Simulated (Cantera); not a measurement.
What does this Cantera script print?

```python
import numpy as np
import cantera as ct

gas_names = """
    AL ALH ALN ALO ALOH ALO2 ALO2H AL2 AL2O AL2O2 H HALO HNO HNO2 HNO3 HO2 H2 H2O H2O2 N NH NH2 NH3
    NH2OH NO NO2 NO3 N2 N2H2 N2H4 N2O O OH O2 O3
""".split()
cond_names = """
    AL(cr) AL(L) ALN(s) AL2O3(a) AL2O3(L) H2O(s) H2O(L)
""".split()


# ... load() reads the species with a 1 bar reference pressure and builds the phases ...
atoms = {
    'AlN': {'AL': 1, 'N': 1},
    'H2O': {'H': 2, 'O': 1},
    'H2': {'H': 2},
}
top_T = {'ALN(s)': 2750}  # K; cautious upper limits of use, not melting points


# ... equilibrate(T, P, feed) seeds the gas with the atoms and calls Mixture.equilibrate('TP', solver="vcs", rtol=1e-11, max_steps=5000) ...
results = []
feed = {'AlN': 1, 'H2O': 9, 'H2': 0.91}  # mol
T = 1075  # K
P = 1333.22  # Pa
mix = equilibrate(T, P, feed)
results.append((T, P, feed, dict(zip(mix.species_names, mix.species_moles))))
x = sorted(zip(gas.X, gas.species_names), reverse=True)
print(f"T = {T:g} K  P = {P:g} Pa  gas = {mix.phase_moles(0):.4g} mol")
print("   x: " + "  ".join(f"{s} {v:.3e}" for v, s in x if v > 1e-05))
print("   condensed (mol): " + ("  ".join(f"{mix.phase(i).name} {mix.phase_moles(i):.4g}"
      for i in range(1, mix.n_phases) if mix.phase_moles(i) > 1e-12) or "none"))
```

Result:

```
T = 1075 K  P = 1333.22 Pa  gas = 10.41 mol
   x: H2O 7.205e-01  H2 2.315e-01  N2 4.803e-02
   condensed (mol): AL2O3(a) 0.5
```

Cantera equilibrium calculation (NASA polynomials, part measured and part estimated; ideal gas, pure solids and liquids).
